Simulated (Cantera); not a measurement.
An isothermal, constant-pressure homogeneous reactor starts with N2O : O2 = 1 : 1.3 (molar parts), at 1400 K and 0.158 atm.

Detailed kinetics in Cantera: GRI-Mech 3.0 (53 species, 325 reactions). GRI-Mech 3.0 was tuned for natural gas; its chemistry of N2O as a main component is partial and can be far from experiment. The temperature is held fixed by assumption; the heat of reaction is taken as removed at once.

x: mole fraction; the columns are a selection and need not sum to one.

```csv
t (s),x N2O,x O2,x NO2,x O,x NO,x N2
0.000100,0.435,0.565,9.31e-11,2.24e-5,1.26e-5,7.99e-5
0.000215,0.435,0.565,7.31e-10,2.51e-5,3.62e-5,0.000191
0.000464,0.434,0.565,(withheld),2.54e-5,8.93e-5,0.000434
0.00100,0.433,0.565,(withheld),2.54e-5,0.000204,0.000957
0.00215,0.432,0.565,(withheld),2.54e-5,0.000449,0.00208
0.00464,0.429,0.566,(withheld),2.54e-5,0.000975,0.00449
0.0100,0.422,0.566,(withheld),2.54e-5,0.00209,0.00960
0.0215,0.407,0.568,(withheld),2.53e-5,0.00442,0.0203
0.0464,0.378,0.571,(withheld),2.52e-5,0.00912,0.0419
0.100,0.323,0.576,(withheld),2.50e-5,0.0179,0.0825
0.215,0.234,0.585,(withheld),2.44e-5,0.0322,0.149
0.464,0.122,0.596,(withheld),2.27e-5,0.0496,0.232
1.00,0.0353,0.605,(withheld),1.69e-5,0.0620,0.297
```

Problem. Fill in the missing entries.

Solution. 
- 0.000464, x NO2: 4.34e-9
- 0.00100, x NO2: 2.20e-8
- 0.00215, x NO2: 1.02e-7
- 0.00464, x NO2: 4.28e-7
- 0.0100, x NO2: 1.59e-6
- 0.0215, x NO2: 4.92e-6
- 0.0464, x NO2: 1.24e-5
- 0.100, x NO2: 2.66e-5
- 0.215, x NO2: 5.01e-5
- 0.464, x NO2: 8.00e-5
- 1.00, x NO2: 0.000109
